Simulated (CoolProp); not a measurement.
Vapour-liquid equilibrium of cyclohexane (1) + n-heptane (2) at 1.22 MPa; x and y are mole fractions of (1).

Model: multi-fluid Helmholtz-energy mixture model, Zhou 2014 and Span 2003; pair parameters Bell 2016, in CoolProp.

Task: Give the bubble temperature and the first vapour's composition at x = 0.35, 0.85, 0.95. Is there an azeotrope?

Result: x = 0.35: 479.0 K, y = 0.400; x = 0.85: 469.6 K, y = 0.876; x = 0.95: 467.9 K, y = 0.959. No azeotrope shows between x = 0.05 and 0.95.

Pair parameters are fitted to limited data, so mixtures are less certain than the pure fluids.
